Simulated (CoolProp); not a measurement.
Dodecamethylpentasiloxane (MD3M) along the isotherm 620 K: fugacity coefficient from the reference equation and from simpler models built on Tc = 628.0 K, pc = 954.0 kPa, ω = 0.730; each cubic takes its own stable root.

Model: reference Helmholtz-energy equation of state, Thol 2019, in CoolProp.

```json
[
 {"p (kPa)": "159", "phase": "gas", "reference": "0.9364"},
 {"p (kPa)": "318", "phase": "gas", "reference": "0.8740"},
 {"p (kPa)": "477", "phase": "gas", "reference": "0.8125"},
 {"p (kPa)": "636", "phase": "gas", "reference": "0.7512"},
 {"p (kPa)": "795", "phase": "gas", "reference": "0.6882"},
 {"p (kPa)": "954", "phase": "liquid", "reference": "0.6025"},
 {"p (kPa)": "1110", "phase": "liquid", "reference": "0.5317"},
 {"p (kPa)": "1270", "phase": "liquid", "reference": "0.4771"},
 {"p (kPa)": "1430", "phase": "liquid", "reference": "0.4346"}
]
```

Question: How far does each simpler model (van der Waals, Redlich-Kwong, Soave-Redlich-Kwong, Peng-Robinson) lie from the reference over these 9 states: mean and median of the absolute difference, and the worst?

Answer: 
- van der Waals: mean 9.1 %, median 7.9 %, worst +17.4 % at 620 K and 1430 kPa
- Redlich-Kwong: mean 4.5 %, median 3.6 %, worst +8.7 % at 620 K and 1430 kPa
- Soave-Redlich-Kwong: mean 3.1 %, median 2.8 %, worst +6.0 % at 620 K and 1430 kPa
- Peng-Robinson: mean 0.5 %, median 0.4 %, worst +1.3 % at 620 K and 1430 kPa
